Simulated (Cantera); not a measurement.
## Adiabatic ignition

An adiabatic, constant-volume homogeneous reactor starts with 3.79 % CH4, 19.4 % O2, 73.1 % N2, 3.67 % H2O, at 1823 K and 1280 Torr.

Cantera simulation using GRI-Mech 3.0 (53 species, 325 reactions); the numbers are that mechanism's predictions, not measurements.

```json
[
 {"t (s)": "3.00e-6", "T (K)": "1823", "P (bar)": "1.70", "x CH4": "0.0378", "x O2": "0.194", "x H2O": "0.0368", "x NO": "2.95e-12", "x HO2": "3.79e-6", "x CO2": "5.48e-9"},
 {"t (s)": "7.54e-6", "T (K)": "1823", "P (bar)": "1.70", "x CH4": "0.0377", "x O2": "0.194", "x H2O": "0.0368", "x NO": "1.17e-11", "x HO2": "8.38e-6", "x CO2": "7.84e-8"},
 {"t (s)": "1.89e-5", "T (K)": "1823", "P (bar)": "1.70", "x CH4": "0.0373", "x O2": "0.194", "x H2O": "0.0370", "x NO": "6.35e-11", "x HO2": "2.03e-5", "x CO2": "1.79e-6"},
 {"t (s)": "4.75e-5", "T (K)": "1890", "P (bar)": "1.77", "x CH4": "0.0261", "x O2": "0.184", "x H2O": "0.0468", "x NO": "5.41e-9", "x HO2": "0.000275", "x CO2": "0.000353"},
 {"t (s)": "0.000119", "T (K)": "2597", "P (bar)": "2.45", "x CH4": "<1e-12", "x O2": "0.114", "x H2O": "0.100", "x NO": "0.000338", "x HO2": "1.41e-5", "x CO2": "0.0322"},
 {"t (s)": "0.000300", "T (K)": "2622", "P (bar)": "2.47", "x CH4": "<1e-12", "x O2": "0.114", "x H2O": "0.101", "x NO": "0.00136", "x HO2": "1.54e-5", "x CO2": "0.0332"},
 {"t (s)": "0.000754", "T (K)": "2618", "P (bar)": "2.47", "x CH4": "<1e-12", "x O2": "0.113", "x H2O": "0.102", "x NO": "0.00371", "x HO2": "1.52e-5", "x CO2": "0.0332"},
 {"t (s)": "0.00189", "T (K)": "2610", "P (bar)": "2.46", "x CH4": "<1e-12", "x O2": "0.110", "x H2O": "0.102", "x NO": "0.00840", "x HO2": "1.47e-5", "x CO2": "0.0333"},
 {"t (s)": "0.00475", "T (K)": "2599", "P (bar)": "2.45", "x CH4": "<1e-12", "x O2": "0.108", "x H2O": "0.102", "x NO": "0.0146", "x HO2": "1.40e-5", "x CO2": "0.0335"},
 {"t (s)": "0.0119", "T (K)": "2593", "P (bar)": "2.44", "x CH4": "<1e-12", "x O2": "0.106", "x H2O": "0.103", "x NO": "0.0180", "x HO2": "1.37e-5", "x CO2": "0.0336"},
 {"t (s)": "0.0300", "T (K)": "2593", "P (bar)": "2.44", "x CH4": "<1e-12", "x O2": "0.106", "x H2O": "0.103", "x NO": "0.0183", "x HO2": "1.37e-5", "x CO2": "0.0336"},
 {"t (s)": "0.0754", "T (K)": "2593", "P (bar)": "2.44", "x CH4": "<1e-12", "x O2": "0.106", "x H2O": "0.103", "x NO": "0.0183", "x HO2": "1.37e-5", "x CO2": "0.0336"},
 {"t (s)": "0.189", "T (K)": "2593", "P (bar)": "2.44", "x CH4": "<1e-12", "x O2": "0.106", "x H2O": "0.103", "x NO": "0.0183", "x HO2": "1.37e-5", "x CO2": "0.0336"},
 {"t (s)": "0.475", "T (K)": "2593", "P (bar)": "2.44", "x CH4": "<1e-12", "x O2": "0.106", "x H2O": "0.103", "x NO": "0.0183", "x HO2": "1.37e-5", "x CO2": "0.0336"},
 {"t (s)": "1.19", "T (K)": "2593", "P (bar)": "2.44", "x CH4": "<1e-12", "x O2": "0.106", "x H2O": "0.103", "x NO": "0.0183", "x HO2": "1.37e-5", "x CO2": "0.0336"},
 {"t (s)": "3.00", "T (K)": "2593", "P (bar)": "2.44", "x CH4": "<1e-12", "x O2": "0.106", "x H2O": "0.103", "x NO": "0.0183", "x HO2": "1.37e-5", "x CO2": "0.0336"}
]
```
x: mole fraction; the columns are a selection and need not sum to one.

```json
{
  "time_of_steepest_temperature_rise": "54.6 µs",
  "temperature at 3.00 s": "2593 K",
  "equilibrium_temperature": "2593 K",
  "x(CH4) at 3.00 s": "<1e-12 (gas-phase equilibrium <1e-12)",
  "x(O2) at 3.00 s": "0.106 (gas-phase equilibrium 0.106)",
  "x(H2O) at 3.00 s": "0.103 (gas-phase equilibrium 0.103)"
}
```
